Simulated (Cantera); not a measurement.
A closed system holds: 1 mol CuO, 0.7 mol CH₄, 0.4 mol H₂, held at 1075 K and 3.70 bar.

Equilibrium computed with Cantera from the NASA thermochemical tables; the gas is ideal and each condensed phase is pure. Candidate condensed phases: C, C₆H₆, C₇H₈, C₈H₁₈, Cu, CuO, Cu(OH)₂, Cu₂O, H₂O; 113 gas species. Rates play no part.

Base state: H₂ 0.589, CO 0.221, H₂O 0.113, CO₂ 0.0456, CH₄ 0.0312 (mole fractions); condensed: Cu(s).

Question: What changes in the equilibrium state with this change: CuO replaced by Fe₂O₃?

Answer: 
```json
[
 {"species": "H₂", "before": "0.589", "after": "0.581"},
 {"species": "CO", "before": "0.221", "after": "0.218"},
 {"species": "H₂O", "before": "0.113", "after": "0.124"},
 {"species": "CO₂", "before": "0.0456", "after": "0.0501"},
 {"species": "CH₄", "before": "0.0312", "after": "0.0269"},
 {"species": "Cu(s), mol", "before": "1.00", "after": "0"},
 {"species": "Fe(α), mol", "before": "0", "after": "0.0493"},
 {"species": "FeO(s), mol", "before": "0", "after": "1.95"}
]
```
Mutual solubility and eutectic melting of coexisting phases are not modelled. The tables' stoichiometric FeO is somewhat more stable than real wüstite, so its field is too wide. FeO: taken at fixed stoichiometry. Further candidate phases: Fe, Fe(CO)₅, FeO, Fe(OH)₂, Fe(OH)₃, Fe₂O₃, Fe₃O₄.

Question: What changes in the equilibrium state with this change: temperature from 1075 K to 1175 K?

Answer: 
| species | before | after |
|---|---|---|
| H₂ | 0.589 | 0.620 |
| CO | 0.221 | 0.247 |
| H₂O | 0.113 | 0.0967 |
| CH₄ | 0.0312 | 0.00554 |
| CO₂ | 0.0456 | 0.0301 |
| Cu(s), mol | 1.00 | 1.00 |
